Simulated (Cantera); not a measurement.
Cantera run, input and output.

```python
import numpy as np
import cantera as ct

surf = ct.Interface("ptcombust.yaml", "Pt_surf")
gas = surf.adjacent["gas"]
gas.TPX = 300, 5300, {'H2': 0.018, 'O2': 0.19, 'N2': 0.79}
jet = ct.ImpingingJet(gas=gas, width=0.061, surface=surf)
jet.inlet.mdot, jet.inlet.T, jet.inlet.X = 0.045, 300, {'H2': 0.018, 'O2': 0.19, 'N2': 0.79}
jet.set_refine_criteria(ratio=10, slope=0.2, curve=0.3)
show, cover = ['H2', 'O2', 'H2O', 'OH'], ["PT(S)", "H(S)", "O(S)", "OH(S)", "CO(S)", "C(S)"]

rows = []
print(f"{'Ts/K':>7s}" + "".join(f"{s:>11s}" for s in show + cover) + "   (gas at the wall, coverages)")
for i, Ts in enumerate([600, 650, 700, 750, 800]):
    jet.surface.T = Ts
    if i == 0:
        surf.TP = Ts, 5300
        surf.coverages = "PT(S):0.5, O(S):0.5"
        surf.advance_coverages(1.0)
        jet.set_initial_guess(products="inlet")
    jet.solve(loglevel=0, auto=(i == 0))
    rows.append([*(jet.X[gas.species_index(s), -1] for s in show), *surf[cover].coverages])
    print(f"{Ts:7g}" + "".join(f"{x:11.3e}" for x in rows[-1]))
```

It prints:

```
   Ts/K         H2         O2        H2O         OH      PT(S)       H(S)       O(S)      OH(S)      CO(S)       C(S)   (gas at the wall, coverages)
    600  3.492e-03  1.749e-01  2.825e-02  1.573e-12  3.290e-02  5.306e-10  9.641e-01  3.038e-03 -3.567e-17 -8.934e-33
    650  3.426e-03  1.749e-01  2.815e-02  2.007e-11  3.519e-02  7.612e-10  9.627e-01  2.057e-03  7.198e-22  4.943e-30
    700  3.084e-03  1.746e-01  2.861e-02  1.721e-10  4.168e-02  1.385e-09  9.568e-01  1.556e-03  1.476e-18  1.559e-26
    750  2.325e-03  1.739e-01  2.988e-02  1.013e-09  6.044e-02  3.551e-09  9.382e-01  1.365e-03  2.434e-19  1.617e-29
    800  1.585e-03  1.732e-01  3.111e-02  4.471e-09  9.584e-02  1.064e-08  9.029e-01  1.290e-03  2.082e-20  6.120e-28
```

Computed with Cantera and Deutschmann's 1995 Pt surface mechanism with GRI-Mech 3.0 gas chemistry. Catalytic surfaces can have several steady states; this one follows from the mechanism file's or the stated starting coverage.
